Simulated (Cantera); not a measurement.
Cantera run, input and output.

```python
import numpy as np
import cantera as ct

gas = ct.Solution("gri30.yaml")
gas.TPX = 1475, 65000, {'CH4': 2.1, 'O2': 1.18, 'N2': 4.42}
reactor = ct.IdealGasReactor(gas, energy="on", clone=False)
net = ct.ReactorNet([reactor])
net.rtol, net.atol = 1e-08, 1e-16
show = ['CH4', 'O2', 'CH2', 'CH3', 'CH2CO', 'N2O']
times = np.geomspace(3e-06, 1, 14)

steps = ct.SolutionArray(gas, extra=["t"])
rows = []
print(f"{'t/s':>10s}{'T/K':>9s}{'P/Pa':>11s}" + "".join(f"{s:>11s}" for s in show))
for t in times:
    while net.time < t:
        t_next = net.step()
        steps.append(gas.state, t=t_next)
    rows.append([np.interp(t, steps.t, y) for y in (steps.T, steps.P, *steps(*show).X.T)])
    print(f"{t:10.3e}{rows[-1][0]:9.1f}{rows[-1][1]:11.4g}" + "".join(f"{x:11.3e}" for x in rows[-1][2:]))
rate = np.gradient(steps.T, steps.t)
print("integrator steps:", len(steps.t))
if steps.T.max() > steps.T[0] + 200:
    print(f"time of steepest temperature rise: {steps.t[rate.argmax()]:.4e} s")
gas.TPX = 1475, 65000, {'CH4': 2.1, 'O2': 1.18, 'N2': 4.42}
gas.equilibrate("UV")
print(f"equilibrium (UV): T = {gas.T:.1f} K  " + "  ".join(f"{s} {gas[s].X[0]:.3e}" for s in show))
```

Result:

```
       t/s      T/K       P/Pa        CH4         O2        CH2        CH3      CH2CO        N2O
 3.000e-06   1475.0    6.5e+04  2.727e-01  1.532e-01  1.326e-14  5.222e-07  7.990e-21  8.392e-14
 7.979e-06   1475.0    6.5e+04  2.727e-01  1.532e-01  6.713e-14  1.454e-06  1.713e-18  4.654e-13
 2.122e-05   1475.0    6.5e+04  2.727e-01  1.532e-01  4.755e-13  4.202e-06  3.053e-16  2.835e-12
 5.645e-05   1474.9    6.5e+04  2.727e-01  1.532e-01  4.518e-12  1.355e-05  6.363e-14  1.686e-11
 1.501e-04   1474.9    6.5e+04  2.727e-01  1.532e-01  5.025e-11  4.836e-05  1.846e-11  8.152e-11
 3.993e-04   1475.2  6.501e+04  2.724e-01  1.531e-01  3.787e-10  1.386e-04  4.365e-09  2.634e-10
 1.062e-03   1478.7  6.518e+04  2.711e-01  1.524e-01  1.303e-09  2.441e-04  3.454e-07  9.746e-10
 2.825e-03   1526.9  6.755e+04  2.574e-01  1.441e-01  2.185e-08  7.259e-04  4.163e-05  9.166e-09
 7.513e-03   2055.1  1.165e+05  5.446e-03  1.006e-08  3.027e-06  4.502e-04  3.259e-05  1.462e-10
 1.998e-02   2038.3  1.197e+05  3.616e-03  3.120e-09  1.255e-06  2.446e-04  1.047e-05  1.959e-10
 5.315e-02   2023.7  1.218e+05  2.032e-03  1.033e-09  4.920e-07  1.183e-04  2.877e-06  2.242e-10
 1.414e-01   2013.3  1.228e+05  8.799e-04  4.293e-10  1.679e-07  4.646e-05  6.116e-07  2.524e-10
 3.760e-01   2007.6  1.231e+05  1.658e-04  2.774e-10  2.786e-08  8.334e-06  5.550e-08  3.098e-10
 1.000e+00   2006.4  1.231e+05  3.398e-07  2.632e-10  5.583e-11  1.696e-08  7.175e-11  2.639e-10
integrator steps: 2350
time of steepest temperature rise: 3.6163e-03 s
equilibrium (UV): T = 2006.4 K  CH4 3.182e-08  O2 2.619e-10  CH2 5.238e-12  CH3 1.588e-09  CH2CO 6.495e-12  N2O 9.015e-12
```

Model: GRI-Mech 3.0 (53 species, 325 reactions), integrated in Cantera.
